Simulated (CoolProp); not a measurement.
Properties of ethanol along the isobar 0.338 MPa.

The numbers come from the reference Helmholtz-energy equation of state, Schroeder 2014 in CoolProp.

```
T (K)   phase  density (kg/m³)  cv (kJ/(kg K))  Joule-Thomson coefficient (K/MPa)  conductivity (mW/(m K))
-----  ------  ---------------  --------------  ---------------------------------  -----------------------
250.3  liquid            825.9           1.749                            -0.4228                      175
270.7  liquid            808.7           1.864                            -0.3956                      170
291.2  liquid            791.3           1.995                            -0.3642                      165
311.6  liquid            773.7           2.139                            -0.3286                      161
332.1  liquid            755.3           2.290                            -0.2881                      158
352.5  liquid            735.8           2.442                            -0.2420                      154
373    liquid            714.4           2.590                            -0.1870                      151
393.4     gas            5.086           1.698                              36.03                     25.8
413.9     gas            4.758           1.735                              28.34                     28.2
434.3     gas            4.483           1.778                              22.56                     30.5
454.7     gas            4.247           1.826                              18.15                     33.0
475.2     gas            4.039           1.876                              14.73                     35.4
```

Thermal conductivity comes from a separate model (Assael 2013).
